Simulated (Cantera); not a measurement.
What does this Cantera script print?

```python
import numpy as np
import cantera as ct

gas_names = """
    C3H8 CH3 CO
""".split()
cond_names = """
    Cu2O(s) Cu2O(L) Cu(cr) Cu(L)
""".split()


# ... load() reads the species with a 1 bar reference pressure and builds the phases ...
species = {s.name: s for s in load("nasa_gas.yaml", gas_names) + load("nasa_condensed.yaml", cond_names)}
# Each term lists the table entries of one substance; the one whose range holds T is used.
reactions = {
    '3 C3H8(g) + Cu2O = 8 CH3(g) + CO(g) + 2 Cu':
        [(-3, ['C3H8']), (-1, ['Cu2O(s)', 'Cu2O(L)']), (8, ['CH3']), (1, ['CO']), (2, ['Cu(cr)', 'Cu(L)'])],
}


def pick(names, T):
    return next(species[n] for n in names if species[n].thermo.min_temp <= T <= species[n].thermo.max_temp)


results = []
for label, terms in reactions.items():
    print(label)
    print("     T/K   dH/kJ  dS/(J/K)   dG/kJ   log10 K")
    for T in [1273, 1473, 1673, 1873, 2073, 2273, 2473, 2673]:
        used = [(nu, pick(names, T)) for nu, names in terms]
        dH = sum(nu * s.thermo.h(T) for nu, s in used) / 1e6
        dS = sum(nu * s.thermo.s(T) for nu, s in used) / 1e3
        dG = dH - T * dS / 1e3
        logK = -dG * 1e6 / (ct.gas_constant * T * np.log(10))
        results.append((label, T, dH, dS, dG, logK, [s.name for _, s in used]))
        print(f"{T:8g} {dH:8.1f} {dS:8.1f} {dG:8.1f} {logK:8.2f}")
```

It prints:

```
3 C3H8(g) + Cu2O = 8 CH3(g) + CO(g) + 2 Cu
     T/K   dH/kJ  dS/(J/K)   dG/kJ   log10 K
    1273   1542.4    930.2    358.2   -14.70
    1473   1556.8    940.9    170.8    -6.06
    1673   1477.9    889.2     -9.8     0.31
    1873   1462.8    880.7   -186.8     5.21
    2073   1447.4    872.9   -362.1     9.12
    2273   1431.6    865.6   -536.0    12.32
    2473   1415.7    858.9   -708.4    14.96
    2673   1399.8    852.7   -879.6    17.19
```

Source: NASA polynomial tables (part measured, part estimated), evaluated in Cantera. Condensed species are held in their standard states even where they would react or evaporate.
